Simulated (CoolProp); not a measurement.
Nitrous oxide along the isobar 10300 kPa: density (kg/m³) from the reference equation and from simpler models built on Tc = 309.5 K, pc = 7245 kPa, ω = 0.161; each cubic takes its own stable root.

Values from CoolProp's reference Helmholtz-energy equation of state, Lemmon 2006. It is a short technical equation, of lower accuracy than the large ones.

```json
[
 {"T (K)": "300.3", "phase": "liquid", "reference": "812.0"},
 {"T (K)": "320.2", "phase": "supercritical", "reference": "615.7"},
 {"T (K)": "340.2", "phase": "supercritical", "reference": "310.8"},
 {"T (K)": "360.2", "phase": "supercritical", "reference": "232.5"},
 {"T (K)": "380.2", "phase": "supercritical", "reference": "196.2"},
 {"T (K)": "400.1", "phase": "supercritical", "reference": "173.4"},
 {"T (K)": "420.1", "phase": "supercritical", "reference": "157.0"},
 {"T (K)": "440.1", "phase": "supercritical", "reference": "144.3"},
 {"T (K)": "460.1", "phase": "supercritical", "reference": "134.1"},
 {"T (K)": "480", "phase": "supercritical", "reference": "125.6"},
 {"T (K)": "500", "phase": "supercritical", "reference": "118.4"}
]
```

Task: How far does each simpler model (van der Waals, Soave-Redlich-Kwong, Peng-Robinson) lie from the reference over these 11 states: mean and median of the absolute difference, and the worst?

Result: 
- van der Waals: mean 9.8 %, median 5.6 %, worst -31.5 % at 300.3 K and 10300 kPa
- Soave-Redlich-Kwong: mean 5.1 %, median 2.7 %, worst -16.5 % at 320.2 K and 10300 kPa
- Peng-Robinson: mean 1.8 %, median 1.1 %, worst -9.1 % at 320.2 K and 10300 kPa
